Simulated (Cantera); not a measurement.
Charge: 1 mol trisilylamine, 1.9 mol NH3, 69 mol N2, equilibrated at 0.540 bar.

Method: chemical equilibrium by Gibbs-energy minimisation in Cantera with the NASA 1993 tables (ideal gas, pure condensed phases). Candidate condensed phases: Si, Si3N4; 18 gas species. The feed counts by its element totals alone. The tables' values for SiN are old estimates; treat these amounts as uncertain. Gases not in the tables: Si2H6 and higher silanes. Kinetics and transport are ignored.

log p: log10 of the partial pressure in bar; n: condensed amount in mol.

```json
[
 {"T (K)": "800", "log p N2": "-0.31", "log p H2": "-1.28", "log p H": "-12.18", "log p Si": "<-12", "log p NH3": "-4.60", "n Si3N4(s)": "1.00", "n Si(l)": "0"},
 {"T (K)": "900", "log p N2": "-0.31", "log p H2": "-1.28", "log p H": "…", "log p Si": "<-12", "log p NH3": "…", "n Si3N4(s)": "1.00", "n Si(l)": "0"},
 {"T (K)": "1000", "log p N2": "-0.31", "log p H2": "-1.28", "log p H": "-9.28", "log p Si": "<-12", "log p NH3": "-5.31", "n Si3N4(s)": "1.00", "n Si(l)": "0"},
 {"T (K)": "1100", "log p N2": "-0.31", "log p H2": "-1.28", "log p H": "-8.23", "log p Si": "<-12", "log p NH3": "-5.58", "n Si3N4(s)": "1.00", "n Si(l)": "0"},
 {"T (K)": "1200", "log p N2": "-0.31", "log p H2": "-1.28", "log p H": "-7.35", "log p Si": "<-12", "log p NH3": "-5.80", "n Si3N4(s)": "1.00", "n Si(l)": "0"},
 {"T (K)": "1300", "log p N2": "-0.31", "log p H2": "-1.28", "log p H": "-6.60", "log p Si": "<-12", "log p NH3": "-5.98", "n Si3N4(s)": "1.00", "n Si(l)": "0"},
 {"T (K)": "1400", "log p N2": "-0.31", "log p H2": "-1.28", "log p H": "-5.95", "log p Si": "<-12", "log p NH3": "-6.15", "n Si3N4(s)": "1.00", "n Si(l)": "0"},
 {"T (K)": "1500", "log p N2": "-0.31", "log p H2": "-1.28", "log p H": "-5.39", "log p Si": "-10.65", "log p NH3": "-6.29", "n Si3N4(s)": "1.00", "n Si(l)": "0"},
 {"T (K)": "1600", "log p N2": "-0.31", "log p H2": "-1.28", "log p H": "-4.91", "log p Si": "-9.15", "log p NH3": "-6.41", "n Si3N4(s)": "1.00", "n Si(l)": "0"},
 {"T (K)": "1700", "log p N2": "-0.31", "log p H2": "-1.28", "log p H": "-4.47", "log p Si": "-7.83", "log p NH3": "-6.52", "n Si3N4(s)": "1.000", "n Si(l)": "0"},
 {"T (K)": "1800", "log p N2": "-0.31", "log p H2": "-1.28", "log p H": "…", "log p Si": "…", "log p NH3": "…", "n Si3N4(s)": "1.000", "n Si(l)": "0"},
 {"T (K)": "1900", "log p N2": "-0.31", "log p H2": "-1.28", "log p H": "-3.74", "log p Si": "-5.61", "log p NH3": "-6.70", "n Si3N4(s)": "1.000", "n Si(l)": "0"},
 {"T (K)": "2000", "log p N2": "-0.31", "log p H2": "-1.28", "log p H": "-3.43", "log p Si": "-4.68", "log p NH3": "-6.78", "n Si3N4(s)": "0.998", "n Si(l)": "0"},
 {"T (K)": "2100", "log p N2": "-0.31", "log p H2": "-1.30", "log p H": "-3.15", "log p Si": "-3.87", "log p NH3": "-6.87", "n Si3N4(s)": "0", "n Si(l)": "2.97"}
]
```

**Question.** Fill in the missing entries.

**Answer.** 
- 900, log p H: -10.57
- 900, log p NH3: -4.99
- 1800, log p H: -4.09
- 1800, log p Si: -6.66
- 1800, log p NH3: -6.61
